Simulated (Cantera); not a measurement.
A closed system holds: 1 mol CsOH, 7.9 mol H2O, 0.24 mol H2, held at 1 atm.

Cantera equilibrium calculation (NASA polynomials, part measured and part estimated; ideal gas, pure solids and liquids). Candidate condensed phases: Cs, CsOH, H2O; 15 gas species. Kinetics and transport are ignored.

log p: log10 of the partial pressure in bar; nothing condenses.

```
T (°C)  log p H2O  log p CsOH  log p H2  log p Cs2(OH)2
------  ---------  ----------  --------  --------------
825         -0.05       -1.02     -1.57               ?
925         -0.06       -0.97     -1.58               ?
1025        -0.06       -0.96     -1.58               ?
1125        -0.06       -0.96     -1.58               ?
1225        -0.06       -0.96     -1.58               ?
1325        -0.06       -0.96     -1.59               ?
1425        -0.06       -0.96     -1.59               ?
1525        -0.06       -0.97     -1.60               ?
1625        -0.06       -0.97     -1.60               ?
1725        -0.06       -0.97     -1.60               ?
1825        -0.06       -0.98     -1.59               ?
1925        -0.06       -0.99     -1.56               ?
```

### Question
Complete the blanks.

### Answer

- 825, log p Cs2(OH)2: -2.09
- 925, log p Cs2(OH)2: -2.68
- 1025, log p Cs2(OH)2: -3.24
- 1125, log p Cs2(OH)2: -3.73
- 1225, log p Cs2(OH)2: -4.17
- 1325, log p Cs2(OH)2: -4.54
- 1425, log p Cs2(OH)2: -4.88
- 1525, log p Cs2(OH)2: -5.18
- 1625, log p Cs2(OH)2: -5.44
- 1725, log p Cs2(OH)2: -5.69
- 1825, log p Cs2(OH)2: -5.91
- 1925, log p Cs2(OH)2: -6.11
